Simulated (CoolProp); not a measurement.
Saturation properties of ammonia (Tc = 405.6 K, pc = 113.6 bar, ω = 0.256).

The numbers come from the reference Helmholtz-energy equation of state, Gao 2020 in CoolProp.

```
T (K)  p (bar)  liquid density (kg/m³)  liquid cp (kJ/(kg K))  vapour Z  liquid conductivity (mW/(m K))
-----  -------  ----------------------  ---------------------  --------  ------------------------------
294.1    8.834                   609.0                  4.746    0.8920                             498
303.2    11.68                   595.3                  4.826    0.8712                             472
312.3    15.18                   581.0                  4.923    0.8480                             446
321.4    19.42                   566.0                  5.043    0.8222                             421
330.5    24.50                   550.1                  5.192    0.7936                             397
339.6    30.50                   533.2                  5.382    0.7620                             373
348.7    37.55                   515.1                  5.633    0.7271                             349
357.8    45.76                   495.4                  5.978    0.6884                             325
```

It boils at 239.8 K under 1 atm.

Thermal conductivity comes from a separate model (Tufeu 1984).
